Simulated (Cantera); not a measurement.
Charge: 1 mol V2O5, 430 mol H2, 1.3 mol H2O, equilibrated at 1850 °C and 0.100 bar.

Equilibrium computed with Cantera from the NASA thermochemical tables; the gas is ideal and each condensed phase is pure. Candidate condensed phases: H2O, V, VO, V2O3, V2O4, V2O5; 12 gas species. VO: taken at fixed stoichiometry. Rates play no part.

Base state: H2 0.979, H 0.0112, H2O 0.00974, VO2 0.000169, VO 0.000106, OH 1.38e-5 (mole fractions); condensed: VO(l).

Q: What changes in the equilibrium state with this change: temperature from 1850 °C to 1650 °C?

A: 
```json
[
 {"species": "H2", "before": "0.979", "after": "0.987"},
 {"species": "H2O", "before": "0.00974", "after": "0.00994"},
 {"species": "H", "before": "0.0112", "after": "0.00296"},
 {"species": "VO2", "before": "0.000169", "after": "1.69e-5"},
 {"species": "VO", "before": "0.000106", "after": "5.61e-6"},
 {"species": "OH", "before": "1.38e-5", "after": "2.56e-6"},
 {"species": "VO(l), mol", "before": "1.88", "after": "0"},
 {"species": "VO(s), mol", "before": "0", "after": "1.99"}
]
```

Q: What changes in the equilibrium state with this change: temperature from 1850 °C to 777 °C?

A: 
```json
[
 {"species": "H2", "before": "0.979", "after": "0.992"},
 {"species": "H2O", "before": "0.00974", "after": "0.00765"},
 {"species": "H", "before": "0.0112", "after": "2.55e-8"},
 {"species": "VO2", "before": "0.000169", "after": "<1e-9"},
 {"species": "VO", "before": "0.000106", "after": "<1e-9"},
 {"species": "OH", "before": "1.38e-5", "after": "<1e-9"},
 {"species": "VO(l), mol", "before": "1.88", "after": "0"},
 {"species": "V2O3(s), mol", "before": "0", "after": "1.00"}
]
```
Condensed phases not in the tables: the oxides between V2O3 and V2O5 other than VO2.
